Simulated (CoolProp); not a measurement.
Values from CoolProp's reference Helmholtz-energy equation of state, Jacobsen 1992.

Q: Give the vapour pressure (MPa), vapour density (kg/m³), vapour viscosity (µPa s) of saturated R11 at 358.1 K.

A: 
```tsv
T (K)	p (MPa)	vapour density (kg/m³)	vapour viscosity (µPa s)
358.1	0.588	31.0	12.0
```

Viscosity comes from a separate model (Klein 1997), an estimate that may be off by 10 % or more.
